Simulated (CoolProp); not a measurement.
A single-stage vapour-compression cycle with the fluid: evaporating at 219.15 K (dew point), condensing at 284.15 K (bubble point), superheat 0 K, subcooling 8 K, compressor efficiency 0.65, no pressure losses. The same conditions are run with several fluids, on thermodynamics alone (safety and materials aside).

The numbers come from the reference Helmholtz-energy equation of state of each fluid (isobutane: Bücker 2006; R507A: Lemmon 2003; C2F6 (R116): Lemmon 2006; ammonia: Gao 2020; R227EA: Lemmon 2016; fluoroethane (R161): Wu 2012) in CoolProp. Blends and air are pseudo-pure fits.

| fluid | cooling COP | pressure ratio | discharge temperature (K) | refrigerating effect (kJ/kg) | volumetric capacity (kJ/m³) |
|---|---|---|---|---|---|
| isobutane | 1.79 | 17.1 | 323.3 | 276 | 119 |
| R507A | 1.67 | 12.4 | 323.7 | 127 | 506 |
| C2F6 (R116) | 1.12 | 7.77 | 296.2 | 40.3 | 1070 |
| ammonia | 1.67 | 19.9 | 534.0 | 1170 | 355 |
| R227EA | 1.62 | 20.5 | 297.3 | 86.2 | 115 |
| fluoroethane (R161) | 1.78 | 13.9 | 373.7 | 327 | 391 |
